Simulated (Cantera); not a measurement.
Input (Python, Cantera) and output of one run.

```python
import numpy as np
import cantera as ct

gas_names = """
    C CN CO CO2 C2 CCN CNC C2N2 C2O C3 C3O2 C4 C4N2 C5 Fe FeC5O5 FeO N NCO NO NO2 NO3 N2 N2O O O2 O3
""".split()
cond_names = """
    C(gr) Fe(a) Fe(c) Fe(d) Fe(L) FeC5O5(L) FeO(s) FeO(L) Fe2O3(s) Fe3O4(s)
""".split()


# ... load() reads the species with a 1 bar reference pressure and builds the phases ...
atoms = {
    'Fe(CO)5': {'Fe': 1, 'C': 5, 'O': 5},
    'N2': {'N': 2},
}
top_T = {'C(gr)': 4500, 'Fe2O3(s)': 1830, 'Fe3O4(s)': 1870}  # K; cautious upper limits of use, not melting points


# ... equilibrate(T, P, feed) seeds the gas with the atoms and calls Mixture.equilibrate('TP', solver="vcs", rtol=1e-11, max_steps=5000) ...
results = []
feed = {'Fe(CO)5': 1, 'N2': 0.82}  # mol
T = 1623  # K
for P in [10, 100, 1000, 10000, 100000, 1000000]:
    mix = equilibrate(T, P, feed)
    results.append((T, P, feed, dict(zip(mix.species_names, mix.species_moles))))
    x = sorted(zip(gas.X, gas.species_names), reverse=True)
    print(f"T = {T:g} K  P = {P:g} Pa  gas = {mix.phase_moles(0):.4g} mol")
    print("   x: " + "  ".join(f"{s} {v:.3e}" for v, s in x if v > 1e-06))
    print("   condensed (mol): " + ("  ".join(f"{mix.phase(i).name} {mix.phase_moles(i):.4g}"
          for i in range(1, mix.n_phases) if mix.phase_moles(i) > 1e-12) or "none"))
```

Output:

```
T = 1623 K  P = 10 Pa  gas = 5.919 mol
   x: CO 8.447e-01  N2 1.385e-01  Fe 1.672e-02
   condensed (mol): Fe(c) 0.901
T = 1623 K  P = 100 Pa  gas = 5.83 mol
   x: CO 8.577e-01  N2 1.407e-01  Fe 1.672e-03
   condensed (mol): C(gr) 9.201e-07  Fe(c) 0.9903
T = 1623 K  P = 1000 Pa  gas = 5.821 mol
   x: CO 8.590e-01  N2 1.409e-01  Fe 1.672e-04  CO2 1.802e-06
   condensed (mol): C(gr) 1.042e-05  Fe(c) 0.999
T = 1623 K  P = 10000 Pa  gas = 5.82 mol
   x: CO 8.591e-01  N2 1.409e-01  CO2 1.803e-05  Fe 1.672e-05
   condensed (mol): C(gr) 0.0001049  Fe(c) 0.9999
T = 1623 K  P = 100000 Pa  gas = 5.819 mol
   x: CO 8.589e-01  N2 1.409e-01  CO2 1.802e-04  Fe 1.672e-06
   condensed (mol): C(gr) 0.001048  Fe(c) 1
T = 1623 K  P = 1e+06 Pa  gas = 5.81 mol
   x: CO 8.571e-01  N2 1.411e-01  CO2 1.794e-03
   condensed (mol): C(gr) 0.01042  Fe(c) 1
```

Cantera equilibrium calculation (NASA polynomials, part measured and part estimated; ideal gas, pure solids and liquids). Iron dissolves carbon and melts from about 1420 K in contact with it, which pure phases cannot show. Condensed phases not in the tables: cementite and carbon dissolved in iron.
